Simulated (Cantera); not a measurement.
A diamond (100) surface in a fixed gas of H2 with x(CH4) = 0.0047, x(H) = 0.0052, x(CH3) = 0.00041, 18.0 Torr; coverages are run to steady state.

Detailed kinetics in Cantera: the Harris–Goodwin 1993 mechanism for the reconstructed diamond (100) surface.

θ: site fractions in the mechanism's names (c6HH fully hydrogenated, c6H* and c6*H radical sites, c6** diradical, c6HM methylated).

```json
[
 {"T (K)": "925", "growth (µm/h)": "3.27", "θ c6HH": "0.622", "θ c6H*": "0.0114", "θ c6*H": "0.292", "θ c6**": "0.00497", "θ c6HM": "0.0544"},
 {"T (K)": "1000", "growth (µm/h)": "4.56", "θ c6HH": "0.567", "θ c6H*": "0.0174", "θ c6*H": "0.355", "θ c6**": "0.00901", "θ c6HM": "0.0376"},
 {"T (K)": "1075", "growth (µm/h)": "4.81", "θ c6HH": "0.517", "θ c6H*": "0.0245", "θ c6*H": "0.412", "θ c6**": "0.0149", "θ c6HM": "0.0212"},
 {"T (K)": "1150", "growth (µm/h)": "3.24", "θ c6HH": "0.470", "θ c6H*": "0.0326", "θ c6*H": "0.462", "θ c6**": "0.0226", "θ c6HM": "0.00768"},
 {"T (K)": "1225", "growth (µm/h)": "?", "θ c6HH": "?", "θ c6H*": "?", "θ c6*H": "0.498", "θ c6**": "?", "θ c6HM": "?"},
 {"T (K)": "1300", "growth (µm/h)": "1.64", "θ c6HH": "0.385", "θ c6H*": "0.0489", "θ c6*H": "0.522", "θ c6**": "0.0421", "θ c6HM": "0.000457"},
 {"T (K)": "1375", "growth (µm/h)": "1.59", "θ c6HH": "?", "θ c6H*": "?", "θ c6*H": "0.538", "θ c6**": "?", "θ c6HM": "?"}
]
```

What belongs in the gaps?


- 1225, growth (µm/h): 1.93
- 1225, θ c6HH: 0.425
- 1225, θ c6H*: 0.0408
- 1225, θ c6**: 0.0318
- 1225, θ c6HM: 0.00195
- 1375, θ c6HH: 0.351
- 1375, θ c6H*: 0.0566
- 1375, θ c6**: 0.0530
- 1375, θ c6HM: 0.000107
